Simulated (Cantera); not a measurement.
A closed system holds: 1 mol AlN, 0.015 mol C, 3.4 mol N2, equilibrated at 2098 K and 0.630 Torr.

Cantera equilibrium calculation (NASA polynomials, part measured and part estimated; ideal gas, pure solids and liquids). Candidate condensed phases: Al, AlN, C; 16 gas species. Kinetics and transport are ignored.

Base state: N2 0.796, Al 0.204, CN 5.88e-5 (mole fractions); condensed: C(graphite).

Problem. What changes in the equilibrium state with this change: temperature from 2098 K to 1700 K?

Solution. 
| species | before | after |
|---|---|---|
| N2 | 0.796 | 0.999 |
| Al | 0.204 | 0.00102 |
| CN | 5.88e-5 | 1.93e-7 |
| C(graphite), mol | 0.0147 | 0.0150 |
| AlN(s), mol | 0 | 0.997 |
